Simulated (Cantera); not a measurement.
What does this Cantera script print?

```python
import numpy as np
import cantera as ct

gas_names = """
    B BH BH2 BH3 BN B2 H H2 N NH NH2 NH3 N2 N2H2 N2H4
""".split()
cond_names = """
    B(b) B(L) BN(s)
""".split()


# ... load() reads the species with a 1 bar reference pressure and builds the phases ...
atoms = {
    'borazine': {'B': 3, 'N': 3, 'H': 6},
    'H2': {'H': 2},
}
top_T = {'BN(s)': 3200}  # K; cautious upper limits of use, not melting points


# ... equilibrate(T, P, feed) seeds the gas with the atoms and calls Mixture.equilibrate('TP', solver="vcs", rtol=1e-11, max_steps=5000) ...
results = []
feed = {'borazine': 1, 'H2': 2.8}  # mol
P = 17  # Pa
for T in [775, 850, 925, 1000, 1075, 1150, 1225, 1300, 1375, 1450, 1525]:
    mix = equilibrate(T, P, feed)
    results.append((T, P, feed, dict(zip(mix.species_names, mix.species_moles))))

top = {s: max(r[3][s] / sum(r[3][g] for g in gas_names) for r in results) for s in gas_names}
cols = sorted((s for s in top if top[s] > 1e-06), key=lambda s: -top[s])[:6]
seen = [c for c in cond_names if any(r[3].get(c, 0) > 1e-12 for r in results)]
print("log10 of partial pressures in bar; condensed amounts in mol")
print(f"{'T/K':>10s}" + "".join(f"{s[:9]:>10s}" for s in cols + seen))
for T, P, feed, n in results:
    ng = sum(n[g] for g in gas_names)
    print(f"{T:10.4g}" + "".join(f"{np.log10(max(n[s] / ng * P / 1e5, 1e-99)):10.3f}" for s in cols)
          + "".join(f"{n.get(c, 0):10.4g}" for c in seen))
```

Result:

```
log10 of partial pressures in bar; condensed amounts in mol
       T/K        H2         H        N2       BH2      B(b)     BN(s)
       775    -3.770   -13.888   -18.244   -18.341         0         3
       850    -3.770   -12.573   -16.337   -16.625         0         3
       925    -3.770   -11.469   -15.005   -15.057         0         3
      1000    -3.770   -10.529   -13.861   -13.733         0         3
      1075    -3.770    -9.718   -12.835   -12.617         0         3
      1150    -3.770    -9.012   -11.920   -11.660         0         3
      1225    -3.770    -8.391   -11.106   -10.827         0         3
      1300    -3.770    -7.841   -10.383   -10.094         0         3
      1375    -3.770    -7.350    -9.736    -9.443         0         3
      1450    -3.770    -6.909    -8.863    -9.007 5.955e-05         3
      1525    -3.770    -6.511    -7.979    -8.665 0.0006428     2.999
```

These are equilibrium values from Cantera (NASA tables, ideal gas, pure condensed phases), not measurements of a reactor. The feed counts by its element totals alone. Mutual solubility and eutectic melting of coexisting phases are not modelled. The tables' values for BH2 are old estimates; treat these amounts as uncertain.
